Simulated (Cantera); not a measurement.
## Thermodynamics of carbon deposition, reforming and gasification, feed C2H6 + O2 + H2

Charge: 1 mol C2H6, 0.0072 mol O2, 5.3 mol H2, held at 10000 Pa.

Method: chemical equilibrium by Gibbs-energy minimisation in Cantera with the NASA 1993 tables (ideal gas, pure condensed phases). Candidate condensed phases: C, C6H6, C7H8, C8H18, H2O; 110 gas species. The numbers say what is thermodynamically allowed, not how fast it happens.

```
T (K)   x H2       x H     x CH4  x C2H2 (acetylene)     x CO  n C(graphite)
-----  -----  --------  --------  ------------------  -------  -------------
973    0.986   3.39e-9    0.0125            5.31e-10  0.00165           1.88
1173   0.996   3.72e-7   0.00193             6.10e-8  0.00173           1.97
1373   0.998   1.05e-5  0.000501             1.72e-6  0.00173           1.98
1573   0.998  0.000128  0.000183             2.06e-5  0.00173           1.98
1773   0.997  0.000898   8.38e-5            0.000140  0.00173           1.98
1973   0.993   0.00425   4.50e-5            0.000636  0.00173           1.97
2173   0.981    0.0151   2.68e-5             0.00216  0.00172           1.95
2373   0.949    0.0430   1.68e-5             0.00584  0.00169           1.89
```
x: gas mole fraction; n: condensed amount in mol.

From 973 K to 2373 K the condensed part is C(graphite). The main C-bearing gas is CH4 at 973 K and C2H2 (acetylene) at 2373 K. The share of C in condensed phases is highest at 1573 K (99.2 %) and lowest at 973 K (94.2 %).
